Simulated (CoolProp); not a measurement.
Saturation properties of p-xylene (Tc = 343.0 °C, pc = 3.532 MPa, ω = 0.324).

The numbers come from the reference Helmholtz-energy equation of state, Zhou 2012 in CoolProp.

```csv
T (°C),p (MPa),liquid density (kg/m³),liquid cp (kJ/(kg K)),vapour Z,liquid viscosity (µPa s),vapour viscosity (µPa s)
170.15,0.2212,720.2,2.236,0.9199,176,9.33
173.05,0.2360,717.1,2.247,0.9163,173,9.39
175.95,0.2516,714.0,2.259,0.9126,169,9.45
178.85,0.2679,710.8,2.271,0.9088,166,9.50
181.85,0.2857,707.5,2.283,0.9048,162,9.56
184.75,0.3037,704.3,2.295,0.9008,159,9.62
187.65,0.3225,701.0,2.307,0.8966,156,9.68
190.55,0.3423,697.7,2.319,0.8924,153,9.74
193.45,0.3629,694.4,2.331,0.8880,150,9.80
196.35,0.3845,691.1,2.343,0.8836,147,9.86
199.25,0.4071,687.7,2.356,0.8790,144,9.93
202.15,0.4306,684.3,2.368,0.8743,141,9.99
205.05,0.4552,680.8,2.381,0.8694,138,10.1
```

It boils at 138.3 °C under 1 atm.

Viscosity comes from a separate model (Balogun 2015).
